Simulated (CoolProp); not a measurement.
Vapour pressure (bar) of tetrahydrofuran: the reference equation beside estimates from Tc = 267.0 °C, pc = 53.04 bar, ω = 0.234. Clausius-Clapeyron is anchored at 195.15 °C with a constant enthalpy of vaporisation of 20.68 kJ/mol.

Computed with CoolProp (reference Helmholtz-energy equation of state, Fiedler 2023).

```json
[
 {"T (°C)": "142.45", "reference": "7.246", "Lee-Kesler": "7.332", "Clausius-Clapeyron": "9.580", "van der Waals": "16.93", "Peng-Robinson": "7.268"},
 {"T (°C)": "155.65", "reference": "9.410", "Lee-Kesler": "9.544", "Clausius-Clapeyron": "11.52", "van der Waals": "19.61", "Peng-Robinson": "9.468"},
 {"T (°C)": "168.85", "reference": "12.02", "Lee-Kesler": "12.21", "Clausius-Clapeyron": "13.70", "van der Waals": "22.55", "Peng-Robinson": "12.13"},
 {"T (°C)": "181.95", "reference": "15.11", "Lee-Kesler": "15.36", "Clausius-Clapeyron": "16.10", "van der Waals": "25.72", "Peng-Robinson": "15.30"},
 {"T (°C)": "195.15", "reference": "18.79", "Lee-Kesler": "19.10", "Clausius-Clapeyron": "18.79", "van der Waals": "29.19", "Peng-Robinson": "19.08"},
 {"T (°C)": "208.35", "reference": "23.10", "Lee-Kesler": "23.48", "Clausius-Clapeyron": "21.73", "van der Waals": "32.93", "Peng-Robinson": "23.51"},
 {"T (°C)": "221.55", "reference": "28.13", "Lee-Kesler": "28.57", "Clausius-Clapeyron": "24.94", "van der Waals": "36.95", "Peng-Robinson": "28.66"},
 {"T (°C)": "234.75", "reference": "33.98", "Lee-Kesler": "34.46", "Clausius-Clapeyron": "28.42", "van der Waals": "41.26", "Peng-Robinson": "34.61"},
 {"T (°C)": "247.95", "reference": "40.81", "Lee-Kesler": "41.28", "Clausius-Clapeyron": "32.18", "van der Waals": "45.86", "Peng-Robinson": "41.44"}
]
```

Absolute difference from the reference over all 9 rows, mean and median: Lee-Kesler 1.5 and 1.6 %, Clausius-Clapeyron 14.4 and 14.0 %, van der Waals 62.5 and 55.3 %, Peng-Robinson 1.3 and 1.5 %.
